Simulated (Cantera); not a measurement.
An isothermal, constant-pressure homogeneous reactor starts with H₂ : O₂ : N₂ = 0.0062 : 1 : 0.49 (molar parts), at 1350 K and 0.0133 bar.

Detailed kinetics in Cantera: the H2/O2 subset of GRI-Mech 3.0, which has no nitrogen chemistry. Radical loss at walls, strong at low pressure, is not modelled.

x: mole fraction; the columns are a selection and need not sum to one.

| t (s) | x H₂ | x O₂ | x HO₂ | x H₂O | x H | x H₂O₂ |
|---|---|---|---|---|---|---|
| 2.00e-5 | 0.00414 | 0.668 | 6.32e-10 | 1.68e-12 | 4.80e-10 | <1e-12 |
| 8.73e-5 | 0.00414 | 0.668 | ___ | 9.40e-11 | ___ | <1e-12 |
| 0.000381 | 0.00414 | 0.668 | 1.20e-8 | 3.23e-9 | 1.89e-9 | 2.34e-12 |
| 0.00166 | 0.00414 | 0.668 | 5.23e-8 | 1.24e-7 | 1.10e-8 | 3.65e-11 |
| 0.00725 | 0.00392 | 0.668 | 2.75e-7 | 0.000162 | 9.15e-6 | 6.78e-10 |
| 0.0316 | ___ | 0.664 | 2.15e-7 | 0.00385 | ___ | 4.64e-9 |
| 0.138 | 9.12e-6 | 0.665 | 2.02e-7 | 0.00387 | 6.67e-5 | 4.46e-9 |
| 0.602 | 5.77e-6 | 0.666 | 1.57e-7 | 0.00394 | 3.30e-5 | 3.76e-9 |
| 2.63 | 1.60e-6 | 0.667 | 7.37e-8 | 0.00405 | 4.72e-6 | 1.97e-9 |
| 11.5 | 1.88e-7 | 0.668 | 1.79e-8 | 0.00412 | 1.88e-7 | 4.31e-10 |
| 50.0 | 2.07e-8 | 0.668 | 8.31e-9 | 0.00414 | 6.82e-9 | 6.35e-11 |

### Question
Complete the blanks.

### Answer

- 8.73e-5, x HO₂: 2.76e-9
- 8.73e-5, x H: 1.07e-9
- 0.0316, x H₂: 1.03e-5
- 0.0316, x H: 8.03e-5
